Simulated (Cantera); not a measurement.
# Si + HBr + H2 (silicon etching in halogen gases)

Charge: 1 mol Si, 7.9 mol HBr, a varied amount of H2, at 675 K and 2.40 Pa.

Equilibrium computed with Cantera from the NASA thermochemical tables; the gas is ideal and each condensed phase is pure. Candidate condensed phases: Br2, Si; 19 gas species. The numbers say what is thermodynamically allowed, not how fast it happens.

From 0.14 mol H2 to 91 mol H2 nothing is condensed. The main Si-bearing gas is SiBr4 throughout.

```json
[
 {"n(H2) (mol)": "0.14", "x H2": "0.304", "x HBr": "0.554", "x SiBr4": "0.142", "x SiHBr3": "5.37e-6"},
 {"n(H2) (mol)": "0.35", "x H2": "0.324", "x HBr": "0.538", "x SiBr4": "0.138", "x SiHBr3": "5.72e-6"},
 {"n(H2) (mol)": "0.88", "x H2": "0.370", "x HBr": "0.501", "x SiBr4": "0.129", "x SiHBr3": "6.53e-6"},
 {"n(H2) (mol)": "2.2", "x H2": "0.462", "x HBr": "0.429", "x SiBr4": "0.110", "x SiHBr3": "8.15e-6"},
 {"n(H2) (mol)": "5.6", "x H2": "0.608", "x HBr": "0.312", "x SiBr4": "0.0800", "x SiHBr3": "1.07e-5"},
 {"n(H2) (mol)": "14", "x H2": "0.766", "x HBr": "0.187", "x SiBr4": "0.0478", "x SiHBr3": "1.35e-5"},
 {"n(H2) (mol)": "36", "x H2": "0.886", "x HBr": "0.0909", "x SiBr4": "0.0233", "x SiHBr3": "1.56e-5"},
 {"n(H2) (mol)": "91", "x H2": "0.950", "x HBr": "0.0399", "x SiBr4": "0.0102", "x SiHBr3": "1.67e-5"}
]
```
x: gas mole fraction; nothing condenses.
